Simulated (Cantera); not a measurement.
A perfectly stirred reactor is fed with CH4 : H2 : O2 : N2 = 1 : 0.68 : 2.75 : 10.4 (molar parts), equivalence ratio 0.85, at 0.790 bar; it is adiabatic with a 475 K inlet, and is followed from long to short residence time, starting on the burning branch (τ in s: 0.045, 0.018, 0.0069, 0.0027, 0.001, 0.0004, 0.00016, 6.1e-05, 2.4e-05).

Model: GRI-Mech 3.0 (53 species, 325 reactions), integrated in Cantera.

Problem. What does this change do: pressure from 0.790 bar to 11.0 bar?

Solution. 
| quantity | before | after |
|---|---|---|
| blow-out, bracketed by the residence times tried | burning at 61.0 µs, out at 24.0 µs | burning at 24.0 µs, the shortest tried |
| x(CH4) at τ = 45.0 ms | 5.30e-6 | 1.05e-6 |
| x(H2) at τ = 45.0 ms | 0.00208 | 0.000478 |
| x(O2) at τ = 45.0 ms | 0.0293 | 0.0273 |
| x(HCN) at τ = 45.0 ms | 1.31e-7 | 1.13e-7 |
| x(CH2O) at τ = 45.0 ms | 8.95e-7 | 1.63e-7 |
| x(CH4) at τ = 1.00 ms | 8.57e-5 | 3.24e-5 |
| x(H2) at τ = 1.00 ms | 0.00896 | 0.00106 |
| x(O2) at τ = 1.00 ms | 0.0366 | 0.0291 |
| x(HCN) at τ = 1.00 ms | 2.52e-7 | 3.85e-7 |
| x(CH2O) at τ = 1.00 ms | 1.19e-5 | 5.35e-6 |
